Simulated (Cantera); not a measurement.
An isothermal, constant-pressure homogeneous reactor starts with H2 : O2 : N2 = 1.3 : 1 : 0.85 (molar parts), at 950 K and 0.410 bar.

Model: GRI-Mech 3.0 (53 species, 325 reactions), integrated in Cantera. The temperature is held fixed by assumption; the heat of reaction is taken as removed at once.

x: mole fraction; the columns are a selection and need not sum to one.

| t (s) | x H2 | x O2 | x NO | x OH | x HO2 |
|---|---|---|---|---|---|
| 0.000100 | 0.413 | 0.317 | <1e-12 | 4.44e-10 | 1.32e-8 |
| 0.000250 | 0.413 | 0.317 | <1e-12 | 2.39e-7 | 6.51e-6 |
| 0.000626 | 0.159 | 0.208 | 1.02e-7 | 0.000104 | 0.000254 |
| 0.00157 | 0.154 | 0.206 | 2.81e-8 | 5.45e-8 | 8.98e-5 |
| 0.00391 | 0.154 | 0.206 | 1.80e-8 | 5.05e-8 | 5.28e-5 |
| 0.00979 | 0.153 | 0.206 | 2.04e-8 | 6.32e-8 | 5.61e-5 |
| 0.0245 | 0.152 | 0.205 | 2.49e-8 | 1.05e-7 | 6.90e-5 |
| 0.0613 | 0.147 | 0.203 | 3.28e-8 | ? | ? |
| 0.153 | 0.125 | 0.193 | 3.55e-8 | 3.48e-7 | 0.000101 |
| 0.383 | ? | ? | ? | 3.65e-7 | ? |
| 0.959 | 0.0215 | 0.149 | 2.09e-8 | 4.07e-7 | 5.23e-5 |
| 2.40 | 0.00156 | 0.141 | 5.56e-9 | 2.03e-7 | 1.05e-5 |
| 6.00 | 0.000214 | 0.140 | 1.53e-9 | 5.28e-8 | 1.97e-6 |

Problem. What belongs in the gaps?

Solution. 
- 0.0613, x OH: 2.33e-7
- 0.0613, x HO2: 9.25e-5
- 0.383, x H2: 0.0782
- 0.383, x O2: 0.173
- 0.383, x NO: 3.10e-8
- 0.383, x HO2: 8.66e-5
